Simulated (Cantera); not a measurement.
Counterflow diffusion flame

A counterflow diffusion flame at 0.780 bar, nozzles 20 mm apart: fuel side C3H8 : N2 = 1 : 0.28 (molar parts) at 400 K, oxidiser side O2 : N2 = 0.23 : 0.77 (molar parts) at 425 K, fuel mass flux 1.4 times the oxidiser's; mixture-averaged transport, no radiation.

Model: GRI-Mech 3.0 (53 species, 325 reactions), integrated in Cantera. GRI-Mech 3.0 was tuned for natural gas; its chemistry of propane as a main component is partial and can be far from experiment. GRI-Mech 3.0 has no aromatics or soot, which form on the fuel side of real flames. The maximum strain rate includes the flame's own expansion and is several times the mean.

```csv
oxidiser flux (kg/m²/s),max strain (1/s),mean strain (1/s),T max (K),peak x OH,peak x H,peak x NO,peak x CO,peak x C2H2
0.2,209,30.4,2094,0.00861,0.00518,0.000297,0.0748,0.0408
0.3,300,45.6,2070,0.00852,0.00555,0.000271,0.0742,0.0387
0.45,430,68.3,2044,0.00834,0.00590,0.000242,0.0736,0.0364
0.69,632,105,2017,0.00812,0.00624,0.000208,0.0733,0.0339
1.1,962,167,1984,0.00774,0.00652,0.000165,0.0735,0.0308
1.6,1350,243,1952,0.00728,0.00662,0.000128,0.0742,0.0277
2.4,1950,364,1906,0.00655,0.00646,8.62e-5,0.0759,0.0233
3.7,2890,562,1833,0.00530,0.00572,4.10e-5,0.0790,0.0167
```
x: mole fraction; the columns are a selection and need not sum to one.
